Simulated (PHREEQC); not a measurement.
Consider water at 20 °C with 9.2 mmol/kgw Pb(NO3)2. Closed to the air; pH follows from the charge balance.

Model: ion-association model, phreeqc.dat, run in PHREEQC.

Each row changes one thing in this solution. This is a speciation only: nothing precipitates in the calculation.

```
case                                                        pH  ionic strength (mol/kgw)
--------------------------------------------------  ----------  ------------------------
as made                                                   4.97                    0.0254
Pb(NO3)2 replaced by NaNO3 at the same molality           7.08                   0.00920
temperature from 20 to 10 °C                              4.96                (withheld)
Pb(NO3)2 from 0.0092 to 0.00184 mol/kgw                   5.29                (withheld)
Pb(NO3)2 replaced by Fe(NO3)3 at the same molality        2.36                (withheld)
Pb(NO3)2 from 0.0092 to 0.0046 mol/kgw              (withheld)                (withheld)
```

**Question.** Complete the blanks.

**Answer.** 
- temperature from 20 to 10 °C, ionic strength (mol/kgw): 0.0253
- Pb(NO3)2 from 0.0092 to 0.00184 mol/kgw, ionic strength (mol/kgw): 0.00538
- Pb(NO3)2 replaced by Fe(NO3)3 at the same molality, ionic strength (mol/kgw): 0.0502
- Pb(NO3)2 from 0.0092 to 0.0046 mol/kgw, pH: 5.11
- Pb(NO3)2 from 0.0092 to 0.0046 mol/kgw, ionic strength (mol/kgw): 0.0131

Complexes and solids missing from the database can't appear. Some of these states are supersaturated (in Hematite (slow to form), Goethite (slow to form), for instance). Constants without temperature data keep their 25 °C values here.
